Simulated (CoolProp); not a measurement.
R1233zd(E) along the isotherm 9.85 °C: density (kg/m³) from the reference equation and from simpler models built on Tc = 165.7 °C, pc = 3.583 MPa, ω = 0.304; each cubic takes its own stable root.

Values from CoolProp's reference Helmholtz-energy equation of state, Akasaka 2022.

```csv
p (MPa),phase,reference,van der Waals,Redlich-Kwong,Soave-Redlich-Kwong,Peng-Robinson
0.358,liquid,1299,21.81,1120,1168,1320
0.717,liquid,1300,766.6,1122,1170,1321
1.07,liquid,1301,769.0,1124,1171,1323
1.43,liquid,1302,771.4,1126,1172,1324
1.79,liquid,1303,(withheld),1128,1174,(withheld)
2.15,liquid,1304,776.0,1129,1175,1326
2.51,liquid,1305,778.2,1131,1176,1327
2.87,liquid,1306,(withheld),1133,1177,1328
3.22,liquid,1307,782.3,(withheld),1178,1330
3.58,liquid,1307,784.3,1136,1180,1331
3.94,liquid,1308,786.2,1138,1181,1332
4.3,liquid,1309,788.1,1139,1182,1333
4.66,liquid,1310,790.0,1141,1183,1334
5.02,liquid,1311,791.8,1143,1184,1335
5.37,liquid,1312,793.5,1144,1185,(withheld)
```

Fill in the missing entries.


- 1.79, van der Waals: 773.7
- 1.79, Peng-Robinson: 1325
- 2.87, van der Waals: 780.3
- 3.22, Redlich-Kwong: 1134
- 5.37, Peng-Robinson: 1336

At some of these states van der Waals gives the other phase, because its saturation line lies elsewhere.
